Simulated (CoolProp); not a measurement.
Vapour-liquid equilibrium of ethanol (1) + n-hexane (2) at 459.3 K; x and y are mole fractions of (1).

The numbers come from the multi-fluid Helmholtz-energy mixture model, Schroeder 2014 and Thol 2019; pair parameters Bell 2016 in CoolProp.

```
x     bubble pressure, mixture model (MPa)  bubble pressure, Raoult's law (MPa)  y, mixture model  y, Raoult's law
----  ------------------------------------  -----------------------------------  ----------------  ---------------
0.05                                 1.670                                1.484             0.130            0.076
0.15                                 1.999                                1.565             0.287            0.216
0.25                                 2.211                                1.646             0.383            0.343
0.35                                 2.350                                1.728             0.455            0.457
0.45                                 2.439                                1.809             0.518            0.561
0.55                                 2.489                                1.890             0.580            0.656
0.65                                 2.503                                1.972             0.647            0.744
0.75                                 2.480                                2.053             0.724            0.824
0.85                                 2.418                                2.134             0.817            0.899
0.95                                 2.318                                2.215             0.933            0.967
```

The largest gap from Raoult's law is +36.0 % in bubble pressure, at x = 0.35. y crosses x between x = 0.55 and 0.65: the model has an azeotrope there.

Pair parameters are fitted to limited data, so mixtures are less certain than the pure fluids.
